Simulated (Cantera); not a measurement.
An isothermal, constant-pressure homogeneous reactor starts with NH3 : H2 = 1 : 5.1 (molar parts), at 1425 K and 0.227 atm. Integrator tolerance rtol = 1e-08.

Computed with Cantera and the gas-phase N/H chemistry of the illustrative SiF4/NH3 mechanism in the Surface Chemkin manual (1991). Walls and surfaces, which speed up NH3 decomposition in real reactors, are not modelled.

Task: What does this change do: temperature 1425 to 1723 K?

Result: 
```csv
quantity,before,after
x(NH3) at 2.00 s,0.164 (gas-phase equilibrium 4.23e-6),0.122 (gas-phase equilibrium 1.87e-6)
x(H2) at 2.00 s,0.836 (gas-phase equilibrium 0.930),0.860 (gas-phase equilibrium 0.929)
x(N) at 2.00 s,1.51e-10 (gas-phase equilibrium <1e-12),4.32e-8 (gas-phase equilibrium 4.82e-12)
x(NH2) at 2.00 s,4.82e-6 (gas-phase equilibrium 1.30e-10),6.46e-5 (gas-phase equilibrium 1.91e-9)
x(N2H2) at 2.00 s,5.84e-9 (gas-phase equilibrium <1e-12),9.16e-8 (gas-phase equilibrium <1e-12)
x(H) at 2.00 s,1.19e-5 (gas-phase equilibrium 1.38e-5),0.000178 (gas-phase equilibrium 0.000369)
```

Task: What does this change do: temperature 1425 to 2050 K?

Result: 
| quantity | before | after |
|---|---|---|
| x(NH3) at 2.00 s | 0.164 (gas-phase equilibrium 4.23e-6) | 8.44e-5 (gas-phase equilibrium 1.00e-6) |
| x(H2) at 2.00 s | 0.836 (gas-phase equilibrium 0.930) | 0.925 (gas-phase equilibrium 0.925) |
| x(N) at 2.00 s | 1.51e-10 (gas-phase equilibrium <1e-12) | 8.43e-8 (gas-phase equilibrium 1.00e-9) |
| x(NH2) at 2.00 s | 4.82e-6 (gas-phase equilibrium 1.30e-10) | 1.24e-6 (gas-phase equilibrium 1.47e-8) |
| x(N2H2) at 2.00 s | 5.84e-9 (gas-phase equilibrium <1e-12) | 1.86e-11 (gas-phase equilibrium <1e-12) |
| x(H) at 2.00 s | 1.19e-5 (gas-phase equilibrium 1.38e-5) | 0.00458 (gas-phase equilibrium 0.00458) |
